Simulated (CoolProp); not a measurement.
The numbers come from the reference Helmholtz-energy equation of state, Lemmon 2006 in CoolProp. It is a short technical equation, of lower accuracy than the large ones.

### Question
For carbon monoxide, give the phase and the Z, Joule-Thomson coefficient (K/MPa) at -126.95 °C and 1110 kPa; -126.95 °C and 16200 kPa.

### Answer
- -126.95 °C and 1110 kPa: gas; Z 0.916, Joule-Thomson coefficient 9.06
- -126.95 °C and 16200 kPa: supercritical; Z 0.664, Joule-Thomson coefficient 0.198
